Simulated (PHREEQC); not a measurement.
Dissolve 17 mmol/kgw H2SO4, 0.11 mmol/kgw LiCl and 0.082 mmol/kgw Fe2(SO4)3 at 75 °C. It is in equilibrium with CO2 at log p = -1 (atm). Otherwise closed; pH follows from the charge balance.

The numbers come from PHREEQC with the ion-association model, phreeqc.dat.

```yaml
pH: 1.75
ionic_strength: 0.0244 mol/kgw
specific_conductance: 17600 µS/cm
total_alkalinity: -34.3 meq/kg
```

| species | molality | activity | log γ |
|---|---|---|---|
| H+ | 0.0205 | 0.0178 | -0.060 |
| HSO4- | 0.0135 | 0.0115 | -0.072 |
| SO4-2 | 0.00355 | 0.00186 | -0.280 |
| CO2 | 0.00133 | 0.00134 | 0.002 |
| FeSO4+ | 0.000121 | 0.000103 | -0.070 |
| Cl- | 0.000110 | 9.28e-5 | -0.074 |
| Li+ | 0.000109 | 9.35e-5 | -0.067 |
| FeOH+2 | 1.67e-5 | 8.78e-6 | -0.279 |
| FeHSO4+2 | 1.31e-5 | 6.76e-6 | -0.288 |
| Fe+3 | 6.73e-6 | 1.95e-6 | -0.538 |
| Fe(SO4)2- | 5.84e-6 | 4.95e-6 | -0.072 |

Precipitation was switched off in this run. Examples of supersaturated solids here: Hematite (slow to form), Goethite (slow to form). Others may be too. Constants without temperature data keep their 25 °C values here.
